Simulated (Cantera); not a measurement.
A closed system holds: 1 mol CH₃Cl, 5.2 mol H₂, equilibrated at 848 K.

Method: chemical equilibrium by Gibbs-energy minimisation in Cantera with the NASA 1993 tables (ideal gas, pure condensed phases). Candidate condensed phases: C, C₆H₆, C₇H₈, C₈H₁₈; 91 gas species. The numbers say what is thermodynamically allowed, not how fast it happens.

Problem. At 0.00720 bar, list the 3 most abundant gas species with their mole fractions, and the condensed phases.

Solution. H₂ 0.857, HCl 0.139, CH₄ 0.00339. Condensed: C(graphite).
